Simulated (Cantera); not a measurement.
Gas mixture: 21.8 % CO, 78.2 % C₂H₆, at 0.000691 atm, frozen composition.

Cantera's kinetic-theory transport with the Lennard-Jones parameters of GRI-Mech 3.0, ideal gas; thermal conductivity in the multicomponent form. The composition is frozen, though it would react at the higher temperatures.

D: mixture-averaged diffusion coefficient of that species in the mixture.

| T (K) | ρ (kg/m³) | cp (J/kg/K) | μ (µPa s) | λ (mW/m/K) | Pr | D (cm²/s) CH₄ | D (cm²/s) CO₂ | D (cm²/s) C₂H₂ |
|---|---|---|---|---|---|---|---|---|
| 400 | 0.000623 | 1936 | ? | 34.9 | 0.768 | 414 | 288 | 308 |
| 650 | 0.000384 | 2724 | ? | 72.4 | 0.774 | 981 | 698 | 742 |
| 900 | 0.000277 | 3285 | ? | 111 | 0.775 | 1720 | 1240 | 1310 |
| 1150 | 0.000217 | 3714 | ? | 149 | 0.774 | 2600 | 1880 | 1990 |
| 1400 | 0.000178 | 4016 | ? | 185 | 0.773 | 3630 | 2630 | 2780 |
| 1650 | 0.000151 | 4233 | ? | 218 | 0.772 | 4770 | 3470 | 3660 |

Q: Fill in the missing entries.

A: 
- 400, μ (µPa s): 13.8
- 650, μ (µPa s): 20.6
- 900, μ (µPa s): 26.2
- 1150, μ (µPa s): 31.1
- 1400, μ (µPa s): 35.6
- 1650, μ (µPa s): 39.8
